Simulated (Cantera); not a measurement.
Feed: 1 mol Si2H6, 0.035 mol HCl, 6.3 mol N2, at 1.90 mbar.

Method: chemical equilibrium by Gibbs-energy minimisation in Cantera with the NASA 1993 tables (ideal gas, pure condensed phases). Candidate condensed phases: NH4Cl, Si, Si3N4; 28 gas species. The feed counts by its element totals alone. N2 is the only nitrogen source here; it is nearly inert below about 1500 K, so the nitride shown seldom forms there in practice. Gases not in the tables: Si2H6 and higher silanes. Rates play no part.

**Question.** Which condensed phases are stable at each of these points (T (K)): 1273, 1323, 1373, 1423, 1473, 1523, 1573, 1623, 1673, 1723, 1773, 1823?

**Answer.** 
```json
[
 {"T (K)": "1273", "condensed phases": "Si3N4(s)", "Si condensed (%)": "100.0"},
 {"T (K)": "1323", "condensed phases": "Si3N4(s)", "Si condensed (%)": "100.0"},
 {"T (K)": "1373", "condensed phases": "Si3N4(s)", "Si condensed (%)": "100.0"},
 {"T (K)": "1423", "condensed phases": "Si3N4(s)", "Si condensed (%)": "100.0"},
 {"T (K)": "1473", "condensed phases": "Si3N4(s)", "Si condensed (%)": "100.0"},
 {"T (K)": "1523", "condensed phases": "Si3N4(s)", "Si condensed (%)": "100.0"},
 {"T (K)": "1573", "condensed phases": "Si3N4(s)", "Si condensed (%)": "100.0"},
 {"T (K)": "1623", "condensed phases": "Si3N4(s)", "Si condensed (%)": "99.9"},
 {"T (K)": "1673", "condensed phases": "Si3N4(s)", "Si condensed (%)": "99.8"},
 {"T (K)": "1723", "condensed phases": "Si(l)", "Si condensed (%)": "99.7"},
 {"T (K)": "1773", "condensed phases": "Si(l)", "Si condensed (%)": "99.3"},
 {"T (K)": "1823", "condensed phases": "Si(l)", "Si condensed (%)": "98.7"}
]
```

From 1273 K to 1673 K the condensed part is Si3N4(s). From 1723 K to 1823 K the condensed part is Si(l).
